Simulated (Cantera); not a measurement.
Mixture: CH4 : O2 : N2 = 1 : 2.63 : 9.89 (molar parts), equivalence ratio 0.76, at 750 Torr, adiabatic and at constant volume. Ignition delay is the time to a rise of 400 K.

Model: GRI-Mech 3.0 (53 species, 325 reactions), integrated in Cantera.

What does this change do: constant pressure in place of constant volume?


```tsv
quantity	before	after
delay at 1200 K	38.2 ms	39.7 ms
delay at 1300 K	9.75 ms	10.2 ms
delay at 1400 K	2.90 ms	3.04 ms
delay at 1500 K	1.01 ms	1.06 ms
delay at 1600 K	0.416 ms	0.436 ms
delay at 1700 K	0.197 ms	0.207 ms
apparent activation energy between 1500 and 1700 K	170 kJ/mol	170 kJ/mol
```
